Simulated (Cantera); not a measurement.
What does this Cantera script print?

```python
import numpy as np
import cantera as ct

gas_names = """
    CL CL2 H HCL H2 Si SiCL SiCL2 SiCL3 SiCL4 SiH SiHCL3 SiH2 SiH2CL2 SiH3 SiH3CL SiH4 Si2 Si3
""".split()
cond_names = """
    Si(cr) Si(L)
""".split()


# ... load() reads the species with a 1 bar reference pressure and builds the phases ...
atoms = {
    'SiCl4': {'Si': 1, 'CL': 4},
    'Cl2': {'CL': 2},
    'H2': {'H': 2},
}
top_T = {}  # K; cautious upper limits of use, not melting points


# ... equilibrate(T, P, feed) seeds the gas with the atoms and calls Mixture.equilibrate('TP', solver="vcs", rtol=1e-11, max_steps=5000) ...
results = []
T = 1000  # K
P = 180000  # Pa
for m in [0.5, 0.75, 1, 1.2, 1.5, 1.7, 2, 2.2, 2.5, 2.7, 3]:
    feed = {'SiCl4': 1, 'Cl2': m, 'H2': 0.6}  # mol
    mix = equilibrate(T, P, feed)
    results.append((T, P, feed, dict(zip(mix.species_names, mix.species_moles))))

top = {s: max(r[3][s] / sum(r[3][g] for g in gas_names) for r in results) for s in gas_names}
cols = sorted((s for s in top if top[s] > 1e-06), key=lambda s: -top[s])[:9]
seen = [c for c in cond_names if any(r[3].get(c, 0) > 1e-12 for r in results)]
print("log10 of partial pressures in bar; condensed amounts in mol")
print(f"{'n(Cl2)':>10s}" + "".join(f"{s[:9]:>10s}" for s in cols + seen))
for T, P, feed, n in results:
    ng = sum(n[g] for g in gas_names)
    print(f"{feed['Cl2']:10.4g}" + "".join(f"{np.log10(max(n[s] / ng * P / 1e5, 1e-99)):10.3f}" for s in cols)
          + "".join(f"{n.get(c, 0):10.4g}" for c in seen))
```

Result:

```
log10 of partial pressures in bar; condensed amounts in mol
    n(Cl2)       CL2       HCL     SiCL4        H2    SiHCL3        CL     SiCL3
       0.5    -9.592    -0.067    -0.067    -1.070    -3.223    -8.207    -4.447
      0.75    -0.940    -0.037    -0.116    -9.662   -11.893    -3.881    -8.822
         1    -0.558    -0.081    -0.160   -10.132   -12.363    -3.690    -9.057
       1.2    -0.414    -0.113    -0.192   -10.341   -12.572    -3.618    -9.161
       1.5    -0.282    -0.157    -0.236   -10.561   -12.792    -3.552    -9.271
       1.7    -0.222    -0.184    -0.263   -10.675   -12.906    -3.522    -9.328
         2    -0.155    -0.222    -0.301   -10.818   -13.049    -3.488    -9.400
       2.2    -0.121    -0.245    -0.325   -10.899   -13.130    -3.471    -9.440
       2.5    -0.079    -0.278    -0.358   -11.007   -13.238    -3.450    -9.494
       2.7    -0.056    -0.299    -0.378   -11.071   -13.302    -3.439    -9.526
         3    -0.027    -0.328    -0.408   -11.158   -13.389    -3.424    -9.570
```

Equilibrium computed with Cantera from the NASA thermochemical tables; the gas is ideal and each condensed phase is pure. The tables' values for SiCl3 are old estimates; treat these amounts as uncertain.
